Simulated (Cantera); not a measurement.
A perfectly stirred reactor is fed with CH4 : CO : O2 : N2 = 1 : 0.039 : 1.44 : 14.4 (molar parts), at 0.360 bar; it is adiabatic with a 698 K inlet, and is followed from long to short residence time, starting on the burning branch (τ in s: 0.039, 0.018, 0.0081, 0.0037, 0.0017, 0.00077, 0.00035, 0.00016, 7.3e-05, 3.4e-05, 1.5e-05, 7e-06, 3.2e-06).

Detailed kinetics in Cantera: GRI-Mech 3.0 (53 species, 325 reactions).

Task: What does this change do: pressure from 0.360 bar to 1.60 bar?

Result: 
| quantity | before | after |
|---|---|---|
| blow-out, bracketed by the residence times tried | burning at 39.0 ms, out at 18.0 ms | burning at 18.0 ms, out at 8.10 ms |
| x(CH4) at τ = 39.0 ms | 0.00292 | 0.00462 |
| x(CO) at τ = 39.0 ms | 0.0325 | 0.0292 |
| x(O2) at τ = 39.0 ms | 0.00446 | 0.00470 |
| x(H) at τ = 39.0 ms | 0.000194 | 3.51e-5 |
| x(C2H) at τ = 39.0 ms | 1.40e-8 | 4.41e-9 |
| x(CH4) at τ = 0.350 ms | 0.0592 | 0.0592 |
| x(CO) at τ = 0.350 ms | 0.00231 | 0.00231 |
| x(O2) at τ = 0.350 ms | 0.0853 | 0.0853 |
| x(H) at τ = 0.350 ms | <1e-12 | <1e-12 |
| x(C2H) at τ = 0.350 ms | <1e-12 | <1e-12 |

Task: What does this change do: pressure from 0.360 bar to 1.50 bar?

Result: 
| quantity | before | after |
|---|---|---|
| blow-out, bracketed by the residence times tried | burning at 39.0 ms, out at 18.0 ms | burning at 18.0 ms, out at 8.10 ms |
| x(CH4) at τ = 39.0 ms | 0.00292 | 0.00455 |
| x(CO) at τ = 39.0 ms | 0.0325 | 0.0294 |
| x(O2) at τ = 39.0 ms | 0.00446 | 0.00471 |
| x(H) at τ = 39.0 ms | 0.000194 | 3.78e-5 |
| x(C2H) at τ = 39.0 ms | 1.40e-8 | 4.68e-9 |
| x(CH4) at τ = 0.350 ms | 0.0592 | 0.0592 |
| x(CO) at τ = 0.350 ms | 0.00231 | 0.00231 |
| x(O2) at τ = 0.350 ms | 0.0853 | 0.0853 |
| x(H) at τ = 0.350 ms | <1e-12 | <1e-12 |
| x(C2H) at τ = 0.350 ms | <1e-12 | <1e-12 |
